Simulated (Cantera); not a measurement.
A perfectly stirred reactor is fed with CH4 : C2H6 : C3H8 : O2 : N2 = 1 : 0.035 : 0.14 : 3.14 : 11.8 (molar parts), at 1430 Torr; it is adiabatic with a 450 K inlet, and is followed from long to short residence time, starting on the burning branch (τ in s: 0.45, 0.17, 0.063, 0.024, 0.0088, 0.0033, 0.0012, 0.00047, 0.00017, 6.5e-05).

Cantera simulation using GRI-Mech 3.0 (53 species, 325 reactions); the numbers are that mechanism's predictions, not measurements. GRI-Mech 3.0 was tuned for natural gas; its chemistry of propane as a main component is partial and can be far from experiment.

Task: What does this change do: inlet temperature 450 to 325 K?

Result: 
```tsv
quantity	before	after
blow-out, bracketed by the residence times tried	burning at 65.0 µs, the shortest tried	burning at 65.0 µs, the shortest tried
x(CH4) at τ = 0.450 s	3.30e-7	4.88e-7
x(C2H6) at τ = 0.450 s	1.33e-9	1.99e-9
x(C3H8) at τ = 0.450 s	6.16e-9	8.69e-9
x(H) at τ = 0.450 s	0.000192	0.000106
x(NO) at τ = 0.450 s	0.00307	0.00196
x(CH4) at τ = 3.30 ms	2.23e-5	2.71e-5
x(C2H6) at τ = 3.30 ms	1.47e-7	1.95e-7
x(C3H8) at τ = 3.30 ms	5.95e-7	7.59e-7
x(H) at τ = 3.30 ms	0.000877	0.000792
x(NO) at τ = 3.30 ms	0.000297	0.000185
```

Task: What does this change do: CH4 1 to 0.67 parts?

Result: 
```csv
quantity,before,after
"blow-out, bracketed by the residence times tried","burning at 65.0 µs, the shortest tried","burning at 0.170 ms, out at 65.0 µs"
x(CH4) at τ = 0.450 s,3.30e-7,8.81e-7
x(C2H6) at τ = 0.450 s,1.33e-9,7.38e-9
x(C3H8) at τ = 0.450 s,6.16e-9,2.75e-8
x(H) at τ = 0.450 s,0.000192,9.22e-6
x(NO) at τ = 0.450 s,0.00307,0.000297
x(CH4) at τ = 3.30 ms,2.23e-5,3.27e-5
x(C2H6) at τ = 3.30 ms,1.47e-7,4.13e-7
x(C3H8) at τ = 3.30 ms,5.95e-7,1.64e-6
x(H) at τ = 3.30 ms,0.000877,0.000244
x(NO) at τ = 3.30 ms,0.000297,3.24e-5
```
